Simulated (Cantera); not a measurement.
A perfectly stirred reactor is fed with 1.88 % CO, 8.59 % O2, 0.0385 % H2O, 89.5 % N2, at 6.90 bar; it is held at 1300 K, and followed from long to short residence time.

Cantera simulation using GRI-Mech 3.0 (53 species, 325 reactions); the numbers are that mechanism's predictions, not measurements.

One state of this run: x CO = 0.00295; x O2 = 0.0786; x H2O = 0.000385; x OH = 2.40e-6; x CO2 = 0.0160. x: mole fraction; the columns are a selection and need not sum to one.

Problem. Which value of τ (s) does it belong to?
A. 4.1
B. 0.10
C. 1.2
D. 14

Solution. B, 0.10
